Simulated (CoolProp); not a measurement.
Vapour-liquid equilibrium of dimethyl ether (1) + n-pentane (2) at 3.57 bar; x and y are mole fractions of (1).

The numbers come from the multi-fluid Helmholtz-energy mixture model, Wu 2011 and Thol 2019; pair parameters Bell 2016 in CoolProp.

| x | bubble temperature, mixture model (K) | bubble temperature, Raoult's law (K) | y, mixture model | y, Raoult's law |
|---|---|---|---|---|
| 0.05 | 346.1 | 342.8 | 0.171 | 0.252 |
| 0.15 | 332.4 | 328.8 | 0.486 | 0.550 |
| 0.25 | 318.7 | 318.4 | 0.702 | 0.712 |
| 0.35 | 307.6 | 310.3 | 0.823 | 0.809 |
| 0.45 | 299.6 | 303.7 | 0.886 | 0.871 |
| 0.55 | 294.1 | 298.3 | 0.922 | 0.913 |
| 0.65 | 290.4 | 293.7 | 0.943 | 0.943 |
| 0.75 | 287.6 | 289.7 | 0.958 | 0.965 |
| 0.85 | 285.3 | 286.3 | 0.972 | 0.982 |
| 0.95 | 283.0 | 283.2 | 0.989 | 0.995 |

The largest gap from Raoult's law is -4.2 K in bubble temperature, at x = 0.55. No azeotrope shows between x = 0.05 and 0.95.

The pair parameters rest on a limited set of measurements; away from them the model extrapolates. The gap from Raoult's law changes sign with composition, which may be real or a fault of the pair parameters; it wasn't checked against measurements.
